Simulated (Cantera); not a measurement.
A Cantera script and what it prints.

```python
import numpy as np
import cantera as ct

gas_names = """
    B BH BH2 BH3 BN BO BO2 B2 B2O B2O2 B2O3 B3O3H3 H HBO HBO2 HNO HNO2 HNO3 HO2 H2 H2O H2O2 H3B3O6 N NH
    NH2 NH3 NH2OH NO NO2 NO3 N2 N2H2 N2H4 N2O O OH O2 O3
""".split()
cond_names = """
    B(b) B(L) BN(s) B2O3(L) B3O3H3(cr) H2O(s) H2O(L)
""".split()


# ... load() reads the species with a 1 bar reference pressure and builds the phases ...
atoms = {
    'borazine': {'B': 3, 'N': 3, 'H': 6},
    'O2': {'O': 2},
    'H2': {'H': 2},
}
top_T = {'BN(s)': 3200}  # K; cautious upper limits of use, not melting points


# ... equilibrate(T, P, feed) seeds the gas with the atoms and calls Mixture.equilibrate('TP', solver="vcs", rtol=1e-11, max_steps=5000) ...
results = []
feed = {'borazine': 1, 'O2': 0.89, 'H2': 9.5}  # mol
P = 1000  # Pa
for T in [1198, 1398, 1598, 1798, 1998, 2198, 2398]:
    mix = equilibrate(T, P, feed)
    results.append((T, P, feed, dict(zip(mix.species_names, mix.species_moles))))

top = {s: max(r[3][s] / sum(r[3][g] for g in gas_names) for r in results) for s in gas_names}
cols = sorted((s for s in top if top[s] > 1e-05), key=lambda s: -top[s])[:7]
seen = [c for c in cond_names if any(r[3].get(c, 0) > 1e-12 for r in results)]
print("log10 of partial pressures in bar; condensed amounts in mol")
print(f"{'T/K':>10s}" + "".join(f"{s[:9]:>10s}" for s in cols + seen))
for T, P, feed, n in results:
    ng = sum(n[g] for g in gas_names)
    print(f"{T:10.4g}" + "".join(f"{np.log10(max(n[s] / ng * P / 1e5, 1e-99)):10.3f}" for s in cols)
          + "".join(f"{n.get(c, 0):10.4g}" for c in seen))
```

Output:

```
log10 of partial pressures in bar; condensed amounts in mol
       T/K        H2         H        N2       HBO        BO      B2O2      B2O3      B(b)      B(L)     BN(s)   B2O3(L)
      1198    -2.020    -7.731    -3.346    -6.805   -10.873   -10.270    -8.065         0         0      1.82    0.5886
      1398    -2.022    -6.336    -3.348    -5.005    -7.835    -6.986    -5.640         0         0     1.824    0.5638
      1598    -2.045    -5.296    -3.338    -3.681    -5.575    -4.552    -3.849         0         0     1.753    0.1649
      1798    -2.071    -4.489    -3.244    -3.227    -4.393    -3.801    -4.118         0         0     1.383         0
      1998    -2.087    -3.838    -3.215    -3.157    -3.746    -3.790    -5.237         0         0      1.23         0
      2198    -2.126    -3.317    -3.017    -3.266    -3.373    -4.089    -6.394     1.186         0         0         0
      2398    -2.174    -2.889    -3.044    -3.479    -3.177    -4.564    -7.369         0     1.097         0         0
```

Cantera equilibrium calculation (NASA polynomials, part measured and part estimated; ideal gas, pure solids and liquids). The feed counts by its element totals alone. Mutual solubility and eutectic melting of coexisting phases are not modelled. The tables' values for BH2 are old estimates; treat these amounts as uncertain.
